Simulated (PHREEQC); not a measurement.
0.032 g of hydrous ferric oxide (600 m²/g; 0.2 weak and 0.005 strong sites per Fe, Dzombak-Morel constants, diffuse double layer) in 1 kg of water with 0.005 mol/kgw of an inert sodium salt and 0.0015 mmol/kgw MgCl2, at 25 °C; the pH is set by adding NaOH or the inert anion's acid. Oxygen alone is held at its pressure in air (log pO2 = -0.68). CO2 from the air is kept out. Nothing may precipitate in this run.

Base run: PHREEQC, ion-association model, wateq4f.dat. Each further column changes one thing. The table gives surface charge σ (C/m²).

| pH | base | background salt from 0.005 to 0.0005 mol/kgw | oxide from 0.032 to 0.16 g/kgw |
|---|---|---|---|
| 3 | 0.302 | 0.238 | 0.303 |
| 3.75 | 0.211 | [?] | 0.212 |
| 4.5 | 0.131 | 0.062 | 0.131 |
| 4.88 | 0.099 | 0.043 | 0.099 |
| 5.62 | 0.053 | [?] | 0.054 |
| 6.38 | 0.026 | 0.009 | 0.026 |
| 7.12 | 0.011 | 0.004 | 0.011 |
| 7.5 | 0.006 | 0.002 | 0.006 |
| 8.25 | -0.001 | 0.000 | -0.001 |
| 9 | -0.009 | [?] | -0.009 |

### Question
Complete the blanks.

### Answer

- 3.75, background salt from 0.005 to 0.0005 mol/kgw: 0.121
- 5.62, background salt from 0.005 to 0.0005 mol/kgw: 0.021
- 9, background salt from 0.005 to 0.0005 mol/kgw: -0.003

The oxide is taken as insoluble; below pH 4 it would dissolve.
